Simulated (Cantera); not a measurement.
Charge: 1 mol Si, 2.1 mol HCl, 2.6 mol H2, held at 1175 K and 0.100 bar.

Method: chemical equilibrium by Gibbs-energy minimisation in Cantera with the NASA 1993 tables (ideal gas, pure condensed phases). Candidate condensed phases: Si; 19 gas species. The tables' values for SiCl3 are old estimates; treat these amounts as uncertain. Rates play no part.

Base state: H2 0.814, SiCl4 0.0769, HCl 0.0640, SiHCl3 0.0231, SiCl2 0.0115, SiCl3 0.00950, SiH2Cl2 0.000888 (mole fractions); condensed: Si(s).

### Question
What changes in the equilibrium state with this change: temperature from 1175 K to 1200 K?

### Answer
```csv
species,before,after
H2,0.814,0.806
HCl,0.0640,0.0727
SiCl4,0.0769,0.0718
SiCl2,0.0115,0.0155
SiCl3,0.00950,0.0113
SiHCl3,0.0231,0.0217
SiH2Cl2,0.000888,0.000857
"Si(s), mol",0.482,0.483
```

### Question
What changes in the equilibrium state with this change: pressure from 0.100 bar to 3.10 bar?

### Answer
| species | before | after |
|---|---|---|
| H2 | 0.814 | 0.835 |
| SiCl4 | 0.0769 | 0.0735 |
| SiHCl3 | 0.0231 | 0.0533 |
| HCl | 0.0640 | 0.0271 |
| SiCl2 | 0.0115 | 0.00201 |
| SiH3Cl | 9.28e-6 | 0.000125 |
| SiH2Cl2 | 0.000888 | 0.00496 |
| Si(s), mol | 0.482 | 0.429 |
